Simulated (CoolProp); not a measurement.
Properties of n-perfluorohexane along the isobar 0.255 MPa (Tc = 448.0 K, pc = 1.742 MPa, ω = 0.497).

Computed with CoolProp (reference Helmholtz-energy equation of state, Gao 2022).

```tsv
T (K)	phase	Z	cv (kJ/(kg K))	Joule-Thomson coefficient (K/MPa)	fugacity coefficient
253.2	liquid	0.02271	0.7845	-0.3483	0.01038
262.1	liquid	0.02224	0.7986	-0.3364	0.01822
271	liquid	0.02181	0.8124	-0.3235	0.03049
279.9	liquid	0.02142	0.8258	-0.3094	0.04889
288.8	liquid	0.02107	0.8388	-0.2938	0.07544
297.7	liquid	0.02075	0.8516	-0.2766	0.1124
306.6	liquid	0.02047	0.8640	-0.2572	0.1624
315.4	liquid	0.02022	0.8759	-0.2353	0.2272
324.3	liquid	0.02000	0.8878	-0.2099	0.3108
333.2	liquid	0.01982	0.8993	-0.1801	0.4154
342.1	liquid	0.01967	0.9107	-0.1447	0.5431
351	liquid	0.01956	0.9219	-0.1017	0.6961
368.8	gas	0.8874	0.9013	16.97	0.8991
```
